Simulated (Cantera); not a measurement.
Feed: 1 mol FeS2, 0.073 mol SO3, 34 mol N2, equilibrated at 100000 Pa.

These are equilibrium values from Cantera (NASA tables, ideal gas, pure condensed phases), not measurements of a reactor. Candidate condensed phases: Fe, FeO, FeS, FeSO4, FeS2, Fe2O3, Fe2(SO4)3, Fe3O4, S; 19 gas species. The numbers say what is thermodynamically allowed, not how fast it happens.

### Question
At 450 °C, list the 3 most abundant gas species with their mole fractions, and the condensed phases.

### Answer
N2 0.997, SO2 0.00294, S2 1.03e-5. Condensed: FeS2(s) + Fe3O4(s).
